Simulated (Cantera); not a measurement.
Mixture: 16.6 % CH4, 17.5 % O2, 65.9 % N2, equivalence ratio 1.9, at 1200000 Pa, adiabatic and at constant pressure. Ignition delay is the time to a rise of 400 K.

Detailed kinetics in Cantera: GRI-Mech 3.0 (53 species, 325 reactions). The pressure lies above the range GRI-Mech 3.0 was tuned for (to about 10 atm).

**Question.** Predict: delay at 1225 K; delay at 1325 K; delay at 1425 K; delay at 1525 K; delay at 1625 K; delay at 1725 K; delay at 1825 K; apparent activation energy between 1625 and 1825 K.

**Answer.** 
- delay at 1225 K = 4.04 ms
- delay at 1325 K = 1.29 ms
- delay at 1425 K = 0.453 ms
- delay at 1525 K = 0.170 ms
- delay at 1625 K = 67.6 µs
- delay at 1725 K = 29.0 µs
- delay at 1825 K = 13.6 µs
- apparent activation energy between 1625 and 1825 K = 200 kJ/mol
